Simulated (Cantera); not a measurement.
A closed system holds: 1 mol HBr, 0.047 mol O2, 3.7 mol H2, 0.051 mol H2O, held at 54.0 bar.

Cantera equilibrium calculation (NASA polynomials, part measured and part estimated; ideal gas, pure solids and liquids). Candidate condensed phases: Br2, H2O; 12 gas species. The ideal-gas law is rough above about 30 bar. The numbers say what is thermodynamically allowed, not how fast it happens.

x: gas mole fraction; nothing condenses.

```csv
T (°C),x H2,x HBr,x H2O,x Br
1375,0.759,0.210,0.0305,[?]
1450,0.759,0.210,0.0305,[?]
1525,0.759,0.210,0.0305,[?]
1600,0.759,0.210,0.0305,[?]
1675,0.759,0.209,0.0305,[?]
1750,0.759,0.209,0.0305,[?]
1825,0.759,0.208,0.0305,[?]
1900,0.759,0.207,0.0305,[?]
1975,0.759,0.206,0.0304,[?]
2050,0.758,0.205,0.0304,[?]
2125,0.758,0.204,0.0304,[?]
2200,0.758,0.202,0.0303,[?]
2275,0.757,0.200,0.0303,[?]
```

### Question
Fill in the missing entries.

### Answer

- 1375, x Br: 0.000176
- 1450, x Br: 0.000288
- 1525, x Br: 0.000452
- 1600, x Br: 0.000685
- 1675, x Br: 0.00100
- 1750, x Br: 0.00143
- 1825, x Br: 0.00199
- 1900, x Br: 0.00270
- 1975, x Br: 0.00358
- 2050, x Br: 0.00467
- 2125, x Br: 0.00598
- 2200, x Br: 0.00754
- 2275, x Br: 0.00935
